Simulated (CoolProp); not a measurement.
Saturation properties of water.

Values from CoolProp's reference Helmholtz-energy equation of state, Wagner 2002.

| T (K) | p (kPa) | liquid cp (kJ/(kg K)) | liquid viscosity (µPa s) | vapour viscosity (µPa s) |
|---|---|---|---|---|
| 513.6 | 3373 | 4.776 | 111 | 17.1 |
| 519.1 | 3711 | 4.828 | 108 | 17.3 |
| 524.6 | 4074 | 4.886 | 106 | 17.5 |
| 530.1 | 4464 | 4.948 | 103 | 17.7 |
| 535.6 | 4882 | 5.017 | 101 | 17.9 |
| 541 | 5320 | 5.091 | 98.5 | 18.1 |
| 546.5 | 5797 | 5.175 | 96.2 | 18.3 |
| 552 | 6306 | 5.268 | 94.0 | 18.6 |
| 557.5 | 6848 | 5.372 | 91.8 | 18.8 |
| 563 | 7426 | 5.490 | 89.7 | 19.1 |
| 568.4 | 8028 | 5.620 | 87.7 | 19.3 |
| 573.9 | 8679 | 5.772 | 85.6 | 19.6 |
| 579.4 | 9370 | 5.948 | 83.5 | 19.9 |

It boils at 373.1 K under 1 atm.

Viscosity comes from a separate model (Huber 2009).
